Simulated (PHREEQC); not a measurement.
# Acid mine or pickling water: an equilibrium model

Model water analysis in mmol/kgw, 20 °C, pH 3.92, pe 9: Na 71.2; K 10.9; Ca 16.1; Mg 3.12; Cl 36.1; S(6) 41.2; Br 0.512; Li 0.0143; Pb 0.0368.

Valence states are taken as typed.

The numbers come from PHREEQC with the ion-association model, wateq4f.dat.

This is a speciation only: nothing precipitates in the calculation.

### Question
What ionic strength does the model give?

### Answer
ionic strength 0.142 mol/kgw.

### Question
In which forms is K present?

### Answer
K+ 94 %, KSO4- 5.7 % of the K.

Saturation is exceeded, for instance for Anglesite, Gypsum; the values hold only as long as no solid forms. Species that the database lacks are ignored.
